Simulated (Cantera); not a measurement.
NO annealing gas

An isothermal, constant-pressure homogeneous reactor starts with 90.1 % NO, 9.91 % N2, at 1850 K and 0.0350 bar.

Detailed kinetics in Cantera: GRI-Mech 3.0 (53 species, 325 reactions). Radical loss at walls, strong at low pressure, is not modelled.

```tsv
t (s)	x NO	x N2O	x N2	x O2	x NO2	x O
5.00e-5	0.901	5.08e-7	0.0991	2.78e-10	1.55e-9	5.07e-7
0.000172	0.901	1.74e-6	0.0991	3.28e-9	1.82e-8	1.74e-6
0.000592	0.901	5.97e-6	0.0991	3.86e-8	2.08e-7	5.86e-6
0.00204	0.901	2.01e-5	0.0991	4.61e-7	2.18e-6	1.91e-5
0.00701	0.901	6.41e-5	0.0991	6.69e-6	1.71e-5	5.70e-5
0.0241	0.900	0.000170	0.0992	0.000110	5.30e-5	0.000122
0.0830	0.899	0.000283	0.0999	0.000788	6.42e-5	0.000150
0.285	0.894	0.000293	0.102	0.00339	7.33e-5	0.000163
0.982	0.875	0.000274	0.112	0.0124	9.78e-5	0.000193
3.38	0.813	0.000223	0.143	0.0435	0.000152	0.000269
11.6	0.621	0.000116	0.239	0.140	0.000208	0.000417
40.0	0.248	1.64e-5	0.425	0.326	0.000129	0.000601
```
x: mole fraction; the columns are a selection and need not sum to one.

Equilibrium at this temperature and pressure: NO 0.00598, N2O 5.32e-8, N2 0.546, O2 0.447, NO2 3.69e-6, O 0.000693 (gas phase only).
